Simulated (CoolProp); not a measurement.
Computed with CoolProp (reference Helmholtz-energy equation of state, Platzer 1990). This equation is an older, rougher fit.

Q: For c-C4F8 (RC318), give the phase and the cp (kJ/(kg K)), cv (kJ/(kg K)), Joule-Thomson coefficient (K/MPa), conductivity (mW/(m K)) at 372.7 K and 0.101 MPa; 500 K and 0.101 MPa.

A: 
- 372.7 K and 0.101 MPa: gas; cp 0.895, cv 0.851, Joule-Thomson coefficient 8.26, conductivity 17.2
- 500 K and 0.101 MPa: gas; cp 1.04, cv 0.995, Joule-Thomson coefficient 3.83, conductivity 26.1

Thermal conductivity comes from a separate model (Huber 2003), an estimate that may be off by 10 % or more.
